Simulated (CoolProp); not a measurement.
Toluene at 235.49 K and 2.33 MPa is throttled through a valve to 0.621 MPa with no heat exchange. Each further row changes one setting.

The numbers come from the reference Helmholtz-energy equation of state, Lemmon 2006 in CoolProp. It is a short technical equation, of lower accuracy than the large ones.

```csv
case,temperature change (K),final density (kg/m³)
as stated,___,920
outlet pressure 0.186 MPa,___,___
outlet pressure 0.807 MPa,___,920
```

Q: Complete the blanks.

A: 
- as stated, temperature change (K): +0.9
- outlet pressure 0.186 MPa, temperature change (K): +1.2
- outlet pressure 0.186 MPa, final density (kg/m³): 919
- outlet pressure 0.807 MPa, temperature change (K): +0.8
